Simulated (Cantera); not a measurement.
A perfectly stirred reactor is fed with 62.2 % CH₄, 36.1 % H₂O, 1.68 % N₂, at 0.180 bar; it is held at 1850 K, and followed from long to short residence time.

Model: GRI-Mech 3.0 (53 species, 325 reactions), integrated in Cantera. GRI-Mech 3.0 stops at C3 and has no aromatics, soot or wall deposition, so with more carbon than oxygen in the feed, carbon stays in small species such as C2H2 where larger ones or solid carbon would form.

Predict: x(CH₄) at τ = 1.40 s; x(H₂O) at τ = 1.40 s; x(CH₂CO) at τ = 1.40 s; x(HCO) at τ = 1.40 s; x(CH₄) at τ = 30.0 ms; x(H₂O) at τ = 30.0 ms; x(CH₂CO) at τ = 30.0 ms; x(HCO) at τ = 30.0 ms.


| Property | Value |
|---|---|
| x(CH₄) at τ = 1.40 s | 0.0141 |
| x(H₂O) at τ = 1.40 s | 0.0398 |
| x(CH₂CO) at τ = 1.40 s | 1.05e-5 |
| x(HCO) at τ = 1.40 s | 1.82e-8 |
| x(CH₄) at τ = 30.0 ms | 0.0861 |
| x(H₂O) at τ = 30.0 ms | 0.203 |
| x(CH₂CO) at τ = 30.0 ms | 9.31e-5 |
| x(HCO) at τ = 30.0 ms | 6.74e-8 |
